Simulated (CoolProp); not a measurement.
The numbers come from the reference Helmholtz-energy equation of state, Thol 2016 in CoolProp.

### Question
For R1234ze(E), give the phase and the cp (kJ/(kg K)) at 416.9 K and 0.139 bar.

### Answer
- 416.9 K and 0.139 bar: gas; cp 1.05
